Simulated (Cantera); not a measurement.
Source: NASA polynomial tables (part measured, part estimated), evaluated in Cantera. Values are per mole of reaction as written; species without (g) are pure solids or liquids, kept so even where they would boil at 1 bar.

I2 + Mg → MgI2, with ΔH° = -367.0 kJ and ΔS° = -19.0 J/K at 300 K.

Q: How far is the shortcut ΔG° ≈ ΔH°(300 K) − T·ΔS°(300 K) from the full temperature-dependent value at 425, 450, 475, 500, 525, 550 K?

A: 
```csv
T (K),shortcut (kJ),full (kJ),difference (kJ),difference in log10 K,condensed phases
425,-358.9,-357.2,-1.7,0.21,"I2(l), Mg(s), MgI2(s)"
450,-358.4,-355.6,-2.9,0.33,"I2(l), Mg(s), MgI2(s)"
475,-357.9,-353.9,-4.0,0.44,"I2(l), Mg(s), MgI2(s)"
500,-357.5,-352.2,-5.2,0.55,"I2(l), Mg(s), MgI2(s)"
525,-357.0,-350.5,-6.5,0.64,"I2(l), Mg(s), MgI2(s)"
550,-356.5,-348.8,-7.8,0.74,"I2(l), Mg(s), MgI2(s)"
```
The shortcut ignores heat capacities and the phase changes listed.
